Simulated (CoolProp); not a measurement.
Computed with CoolProp (reference Helmholtz-energy equation of state, Jacobsen 1992).

For R11, give the phase and the cp (kJ/(kg K)), cv (kJ/(kg K)), expansivity (1/kK), conductivity (mW/(m K)) at 127.35 °C and 0.887 MPa.


- 127.35 °C and 0.887 MPa: gas; cp 0.716, cv 0.605, expansivity 3.92, conductivity 13.1

Thermal conductivity comes from a separate model (McLinden 2000), an estimate that may be off by 10 % or more.
